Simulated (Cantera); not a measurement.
Input: 1 mol PbO, 4 mol H2, 13 mol N2, held at 1.00 Torr.

Equilibrium computed with Cantera from the NASA thermochemical tables; the gas is ideal and each condensed phase is pure. Candidate condensed phases: H2O, Pb, PbO, PbO2, Pb3O4; 27 gas species. Equilibrium is a limit: real reactors are often held back by kinetics, nucleation or transport.

x: gas mole fraction; n: condensed amount in mol.

```json
[
 {"T (K)": "723", "x N2": "0.765", "x H2": "0.176", "x H2O": "0.0588", "x Pb": "2.32e-6", "x H": "<1e-12", "n Pb(l)": "1.000"},
 {"T (K)": "798", "x N2": "0.765", "x H2": "0.176", "x H2O": "0.0588", "x Pb": "(withheld)", "x H": "(withheld)", "n Pb(l)": "0.999"},
 {"T (K)": "873", "x N2": "0.764", "x H2": "0.176", "x H2O": "0.0588", "x Pb": "0.000477", "x H": "5.38e-10", "n Pb(l)": "0.992"},
 {"T (K)": "948", "x N2": "0.762", "x H2": "0.176", "x H2O": "0.0586", "x Pb": "0.00359", "x H": "6.02e-9", "n Pb(l)": "0.939"},
 {"T (K)": "1023", "x N2": "0.749", "x H2": "0.173", "x H2O": "0.0576", "x Pb": "0.0200", "x H": "4.72e-8", "n Pb(l)": "0.653"},
 {"T (K)": "1098", "x N2": "0.722", "x H2": "0.167", "x H2O": "0.0556", "x Pb": "0.0556", "x H": "2.77e-7", "n Pb(l)": "0"},
 {"T (K)": "1173", "x N2": "0.722", "x H2": "0.167", "x H2O": "0.0556", "x Pb": "0.0556", "x H": "1.32e-6", "n Pb(l)": "0"},
 {"T (K)": "1248", "x N2": "0.722", "x H2": "0.167", "x H2O": "0.0556", "x Pb": "0.0556", "x H": "(withheld)", "n Pb(l)": "0"},
 {"T (K)": "1323", "x N2": "0.722", "x H2": "0.167", "x H2O": "0.0556", "x Pb": "0.0556", "x H": "1.77e-5", "n Pb(l)": "0"},
 {"T (K)": "1398", "x N2": "0.722", "x H2": "0.167", "x H2O": "0.0556", "x Pb": "0.0556", "x H": "5.29e-5", "n Pb(l)": "0"},
 {"T (K)": "1473", "x N2": "0.722", "x H2": "0.167", "x H2O": "0.0555", "x Pb": "0.0555", "x H": "0.000141", "n Pb(l)": "0"}
]
```

### Question
Complete the blanks.

### Answer

- 1248, x H: 5.22e-6
- 798, x Pb: 4.30e-5
- 798, x H: 3.07e-11
